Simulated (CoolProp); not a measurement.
Saturation properties of methanol.

The numbers come from the reference Helmholtz-energy equation of state, de Reuck 1993 in CoolProp.

```csv
T (°C),p (MPa),liquid density (kg/m³),vapour density (kg/m³),enthalpy of vaporisation (kJ/kg),liquid conductivity (mW/(m K))
49.45,0.05437,763.1,0.6765,1129,196
65.05,0.1036,747.8,1.247,1100,193
80.65,0.1853,731.9,2.170,1068,190
96.25,0.3139,715.1,3.601,1031,186
111.85,0.5072,697.2,5.744,990.1,183
127.55,0.7885,677.7,8.901,942.2,180
143.15,1.179,656.3,13.43,887.1,177
158.75,1.710,632.5,19.90,823.2,175
174.35,2.413,605.2,29.06,751.2,172
189.95,3.320,573.3,41.63,674.4,169
205.55,4.464,534.2,59.30,587.7,167
221.15,5.906,479.9,91.17,456.6,164
```

It boils at 64.5 °C under 1 atm.

Thermal conductivity comes from a separate model (Sykioti 2013).
